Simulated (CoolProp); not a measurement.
Values from CoolProp's reference Helmholtz-energy equation of state, Tillner-Roth 1997.

Task: For CH2F2 (R32), give the phase and the cv (kJ/(kg K)), isothermal compressibility (1/MPa), expansivity (1/kK), viscosity (µPa s) at 244 K and 24.1 bar; 244 K and 120 bar; 244 K and 133 bar.

Result: 
- 244 K and 24.1 bar: liquid; cv 0.934, isothermal compressibility 0.00200, expansivity 2.55, viscosity 226
- 244 K and 120 bar: liquid; cv 0.936, isothermal compressibility 0.00169, expansivity 2.29, viscosity 247
- 244 K and 133 bar: liquid; cv 0.937, isothermal compressibility 0.00165, expansivity 2.26, viscosity 250

Viscosity comes from a separate model (Bell 2016), an estimate that may be off by 10 % or more.
